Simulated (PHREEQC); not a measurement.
## Nickel, zinc or cadmium bath

Make-up at 20 °C: 0.052 mol ZnSO4, 0.051 mol KCl and 0.24 mol MnSO4 per kg of water. Closed to the air; pH follows from the charge balance.

The numbers come from PHREEQC with the ion-association model, phreeqc.dat.

Each row changes one thing in this solution. Precipitation was switched off in this run.

```json
[
 {"case": "as made", "pH": "5.87", "ionic strength (mol/kgw)": "0.642", "SO4-2 (mol/kgw)": "0.133", "Mn+2 (mol/kgw)": "0.129", "MnSO4 (mol/kgw)": "0.105", "HSO4- (mol/kgw)": "3.92e-6"},
 {"case": "KCl from 0.051 to 0.0102 mol/kgw", "pH": "5.96", "ionic strength (mol/kgw)": "0.597", "SO4-2 (mol/kgw)": "0.132", "Mn+2 (mol/kgw)": "0.129", "MnSO4 (mol/kgw)": "0.110", "HSO4- (mol/kgw)": "3.28e-6"},
 {"case": "KCl left out", "pH": "5.99", "ionic strength (mol/kgw)": "0.586", "SO4-2 (mol/kgw)": "0.131", "Mn+2 (mol/kgw)": "0.129", "MnSO4 (mol/kgw)": "0.112", "HSO4- (mol/kgw)": "3.10e-6"},
 {"case": "MnSO4 from 0.24 to 0.048 mol/kgw", "pH": "5.64", "ionic strength (mol/kgw)": "0.270", "SO4-2 (mol/kgw)": "0.0472", "Mn+2 (mol/kgw)": "0.0295", "MnSO4 (mol/kgw)": "0.0168", "HSO4- (mol/kgw)": "3.41e-6"},
 {"case": "ZnSO4 left out", "pH": "6.37", "ionic strength (mol/kgw)": "0.551", "SO4-2 (mol/kgw)": "0.124", "Mn+2 (mol/kgw)": "0.126", "MnSO4 (mol/kgw)": "0.109", "HSO4- (mol/kgw)": "1.26e-6"},
 {"case": "temperature from 20 to 75 °C", "pH": "5.38", "ionic strength (mol/kgw)": "0.511", "SO4-2 (mol/kgw)": "0.104", "Mn+2 (mol/kgw)": "0.0969", "MnSO4 (mol/kgw)": "0.139", "HSO4- (mol/kgw)": "3.70e-5"}
]
```

Complexes and solids missing from the database can't appear. Away from 25 °C the constants follow the database's enthalpies or fits; those with neither stay at their 25 °C values.
